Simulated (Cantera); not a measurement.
Low-pressure radical oxidation in H2/O2

An isothermal, constant-pressure homogeneous reactor starts with H2 : O2 = 0.39 : 1 (molar parts), equivalence ratio 0.20, at 1450 K and 0.00390 bar.

Detailed kinetics in Cantera: GRI-Mech 3.0 (53 species, 325 reactions). Radical loss at walls, strong at low pressure, is not modelled. The temperature is held fixed by assumption; the heat of reaction is taken as removed at once.

| t (s) | x H2 | x O2 | x H2O2 | x H2O | x H | x O | x OH |
|---|---|---|---|---|---|---|---|
| 0.000700 | 0.280 | 0.719 | 2.33e-8 | 0.000257 | 0.000169 | 8.94e-5 | 7.38e-5 |
| 0.00305 | 0.0187 | 0.553 | 6.92e-8 | 0.203 | 0.0933 | 0.108 | 0.0243 |
| 0.0133 | 0.0183 | 0.557 | 7.07e-8 | 0.208 | 0.0883 | 0.103 | 0.0242 |
| 0.0577 | 0.0163 | 0.577 | 7.61e-8 | 0.229 | 0.0685 | 0.0866 | 0.0232 |
| 0.251 | 0.00810 | 0.631 | 7.79e-8 | 0.286 | 0.0202 | 0.0378 | 0.0171 |
| 1.09 | 0.000726 | 0.669 | 3.00e-8 | 0.322 | 0.000494 | 0.00319 | 0.00527 |
| 4.75 | 4.63e-5 | 0.673 | 6.50e-9 | 0.325 | 7.90e-6 | 0.000202 | 0.00133 |
| 20.7 | 7.60e-6 | 0.673 | 2.70e-9 | 0.326 | 5.26e-7 | 3.33e-5 | 0.000541 |
| 90.0 | 6.07e-6 | 0.673 | 2.57e-9 | 0.326 | 3.76e-7 | 2.66e-5 | 0.000484 |
x: mole fraction; the columns are a selection and need not sum to one.

Equilibrium at this temperature and pressure: H2 6.07e-6, O2 0.673, H2O2 2.57e-9, H2O 0.326, H 3.76e-7, O 2.66e-5, OH 0.000484 (gas phase only).
